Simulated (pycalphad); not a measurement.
CALPHAD calculation (pycalphad, COST 507 light-alloy database (1999)), 1 atm. The data set is of 1999 and partly superseded. Phase fractions are per mole of atoms.

**Question.** Give the equilibrium state of Cu-7.7Si (at.%) at 977 °C.

**Answer.** LIQUID, fraction 0.650, with 9.0 Si at.%; FCC_A1, fraction 0.350, with 5.3 Si at.%.

**Question.** Give the equilibrium state of Cu-7.7Si (at.%) at 417 °C.

**Answer.** FCC_A1, fraction 0.978, with 7.5 Si at.%; CU56SI11_GAMMA, fraction 0.022, with 16.4 Si at.%.

Database names, with the compositions (at.%) that they take in these runs: CU56SI11_GAMMA: Cu 84 Si 16. FCC_A1 is fcc.
